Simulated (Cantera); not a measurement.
Input: 1 mol PbO, 0.27 mol H2, 0.28 mol N2, equilibrated at 75.0 Torr.

Equilibrium computed with Cantera from the NASA thermochemical tables; the gas is ideal and each condensed phase is pure. Candidate condensed phases: H2O, Pb, PbO, PbO2, Pb3O4; 27 gas species. Equilibrium is a limit: real reactors are often held back by kinetics, nucleation or transport.

Problem. Which condensed phases are stable at each of these points (T (K)): 673, 698, 723, 748, 773, 798, 823, 848, 873, 898, 923, 948, 973?

Solution. 
```tsv
T (K)	condensed phases	Pb condensed (%)
673	Pb(l) + PbO(red)	100.0
698	Pb(l) + PbO(red)	100.0
723	Pb(l) + PbO(red)	100.0
748	Pb(l) + PbO(red)	100.0
773	Pb(l) + PbO(yellow)	100.0
798	Pb(l) + PbO(yellow)	100.0
823	Pb(l) + PbO(yellow)	100.0
848	Pb(l) + PbO(yellow)	100.0
873	Pb(l) + PbO(yellow)	100.0
898	Pb(l) + PbO(yellow)	100.0
923	Pb(l) + PbO(yellow)	100.0
948	Pb(l) + PbO(yellow)	100.0
973	Pb(l) + PbO(yellow)	100.0
```

From 673 K to 748 K the condensed part is Pb(l) + PbO(red). From 773 K to 973 K the condensed part is Pb(l) + PbO(yellow).
